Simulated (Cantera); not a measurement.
What does this Cantera script print?

```python
import numpy as np
import cantera as ct

gas_names = """
    C CN CO CO2 C2 CCN CNC C2N2 C2O C3 C3O2 C4 C4N2 C5 N NCO NO NO2 NO3 N2 N2O O O2 O3 Si SiC SiC2 SiN
    SiO SiO2 Si2 Si2C Si2N Si3
""".split()
cond_names = """
    C(gr) Si(cr) Si(L) SiC(b) SiO2(Lqz) SiO2(hqz) SiO2(L) Si2N2O(s) Si3N4(a)
""".split()


# ... load() reads the species with a 1 bar reference pressure and builds the phases ...
atoms = {
    'SiC': {'Si': 1, 'C': 1},
    'N2O': {'N': 2, 'O': 1},
    'N2': {'N': 2},
}
top_T = {'C(gr)': 4500, 'SiC(b)': 3050, 'Si2N2O(s)': 2100, 'Si3N4(a)': 2400}  # K; cautious upper limits of use, not melting points


# ... equilibrate(T, P, feed) seeds the gas with the atoms and calls Mixture.equilibrate('TP', solver="vcs", rtol=1e-11, max_steps=5000) ...
results = []
feed = {'SiC': 1, 'N2O': 0.012, 'N2': 150}  # mol
P = 26  # Pa
for T in [1048, 1148, 1248, 1348, 1448, 1548, 1648, 1748, 1848, 1948, 2048, 2148]:
    mix = equilibrate(T, P, feed)
    results.append((T, P, feed, dict(zip(mix.species_names, mix.species_moles))))
    x = sorted(zip(gas.X, gas.species_names), reverse=True)
    print(f"T = {T:g} K  P = {P:g} Pa  gas = {mix.phase_moles(0):.4g} mol")
    print("   x: " + "  ".join(f"{s} {v:.3e}" for v, s in x if v > 0.001))
    print("   condensed (mol): " + ("  ".join(f"{mix.phase(i).name} {mix.phase_moles(i):.4g}"
          for i in range(1, mix.n_phases) if mix.phase_moles(i) > 1e-12) or "none"))
```

Output:

```
T = 1048 K  P = 26 Pa  gas = 149.3 mol
   x: N2 1.000e+00
   condensed (mol): C(gr) 1  Si2N2O(s) 0.01196  Si3N4(a) 0.3254
T = 1148 K  P = 26 Pa  gas = 149.4 mol
   x: N2 1.000e+00
   condensed (mol): C(gr) 0.999  Si2N2O(s) 0.01098  Si3N4(a) 0.326
T = 1248 K  P = 26 Pa  gas = 150 mol
   x: N2 9.999e-01
   condensed (mol): SiC(b) 0.992  Si2N2O(s) 0.003983
T = 1348 K  P = 26 Pa  gas = 150 mol
   x: N2 9.999e-01
   condensed (mol): SiC(b) 0.9889  Si3N4(a) 0.003391
T = 1448 K  P = 26 Pa  gas = 150 mol
   x: N2 9.999e-01
   condensed (mol): SiC(b) 0.9939
T = 1548 K  P = 26 Pa  gas = 150 mol
   x: N2 9.999e-01
   condensed (mol): SiC(b) 0.9927
T = 1648 K  P = 26 Pa  gas = 150 mol
   x: N2 9.999e-01
   condensed (mol): SiC(b) 0.989
T = 1748 K  P = 26 Pa  gas = 150 mol
   x: N2 9.998e-01
   condensed (mol): C(gr) 0.003891  SiC(b) 0.9835
T = 1848 K  P = 26 Pa  gas = 150.1 mol
   x: N2 9.992e-01
   condensed (mol): C(gr) 0.09565  SiC(b) 0.8861
T = 1948 K  P = 26 Pa  gas = 150.7 mol
   x: N2 9.956e-01  Si 4.021e-03
   condensed (mol): C(gr) 0.5885  SiC(b) 0.3443
T = 2048 K  P = 26 Pa  gas = 151 mol
   x: N2 9.933e-01  Si 6.145e-03
   condensed (mol): C(gr) 0.8716
T = 2148 K  P = 26 Pa  gas = 151 mol
   x: N2 9.931e-01  Si 6.077e-03
   condensed (mol): C(gr) 0.8047
```

Method: chemical equilibrium by Gibbs-energy minimisation in Cantera with the NASA 1993 tables (ideal gas, pure condensed phases). Mutual solubility and eutectic melting of coexisting phases are not modelled. The tables' values for SiN are old estimates; treat these amounts as uncertain.
